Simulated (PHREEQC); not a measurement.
A column of 0.5 m (30 cells, dispersivity 0.018 m, 3600 s a shift, diffusion coefficient 3e-10 m²/s) holds 0.021 eq of the database's cation exchanger X per kg of pore water, first in equilibrium with 2 mmol/kgw LiCl, 0.6 mmol/kgw MnCl2, 15 mmol/kgw Na2SO4 and 0.01 mmol/kgw HCl. It is flushed with 0.00061 mol NH4Cl, 0.007 mol (NH4)2SO4, 0.046 mol KBr and 1e-05 mol HCl per kg of water, at 25 °C. Values are for the last cell. The system is closed to CO2. Precipitation was switched off in this run.

Base run: PHREEQC, ion-association model, phreeqc.dat. Each further column changes one thing. The table gives K in solution (mol/kgw).

```json
[
 {"pore volumes": "0", "base": "0", "exchange capacity from 0.021 to 0.011 eq/kgw": "0", "dispersivity from 0.018 to 0.036 m": "0"},
 {"pore volumes": "0.3167", "base": "0", "exchange capacity from 0.021 to 0.011 eq/kgw": "1.28e-13", "dispersivity from 0.018 to 0.036 m": "2.07e-11"},
 {"pore volumes": "0.5167", "base": "5.00e-10", "exchange capacity from 0.021 to 0.011 eq/kgw": "2.84e-7", "dispersivity from 0.018 to 0.036 m": "1.24e-6"},
 {"pore volumes": "0.8167", "base": "9.06e-5", "exchange capacity from 0.021 to 0.011 eq/kgw": "0.00182", "dispersivity from 0.018 to 0.036 m": "0.00163"},
 {"pore volumes": "1.117", "base": "0.00986", "exchange capacity from 0.021 to 0.011 eq/kgw": "0.0206", "dispersivity from 0.018 to 0.036 m": "0.0144"},
 {"pore volumes": "1.417", "base": "0.0293", "exchange capacity from 0.021 to 0.011 eq/kgw": "0.0377", "dispersivity from 0.018 to 0.036 m": "0.0290"},
 {"pore volumes": "1.617", "base": "0.0376", "exchange capacity from 0.021 to 0.011 eq/kgw": "0.0426", "dispersivity from 0.018 to 0.036 m": "0.0356"},
 {"pore volumes": "1.917", "base": "0.0434", "exchange capacity from 0.021 to 0.011 eq/kgw": "0.0452", "dispersivity from 0.018 to 0.036 m": "0.0414"},
 {"pore volumes": "2.217", "base": "0.0452", "exchange capacity from 0.021 to 0.011 eq/kgw": "0.0458", "dispersivity from 0.018 to 0.036 m": "0.0440"},
 {"pore volumes": "2.517", "base": "0.0458", "exchange capacity from 0.021 to 0.011 eq/kgw": "0.0460", "dispersivity from 0.018 to 0.036 m": "0.0451"},
 {"pore volumes": "2.717", "base": "0.0459", "exchange capacity from 0.021 to 0.011 eq/kgw": "0.0460", "dispersivity from 0.018 to 0.036 m": "0.0455"},
 {"pore volumes": "3.017", "base": "0.0460", "exchange capacity from 0.021 to 0.011 eq/kgw": "0.0460", "dispersivity from 0.018 to 0.036 m": "0.0458"}
]
```
